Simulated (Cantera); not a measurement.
Feed: 1 mol Si2Cl6, 2.1 mol NH3, 13 mol N2, held at 1573.15 K.

Cantera equilibrium calculation (NASA polynomials, part measured and part estimated; ideal gas, pure solids and liquids). Candidate condensed phases: NH4Cl, Si, Si3N4; 28 gas species. The feed counts by its element totals alone. Equilibrium is a limit: real reactors are often held back by kinetics, nucleation or transport.

Problem. What share of the Si ends up in condensed phases as a function of P (Pa), at 5, 26, 140, 710, 3700, 19000, 100000?

Solution. 
```
P (Pa)  Si condensed (%)        as
------  ----------------  --------
5                    0.0         -
26                   0.0         -
140                  0.0         -
710                 19.7  Si3N4(s)
3700                41.0  Si3N4(s)
19000               57.1  Si3N4(s)
100000              64.1  Si3N4(s)
```
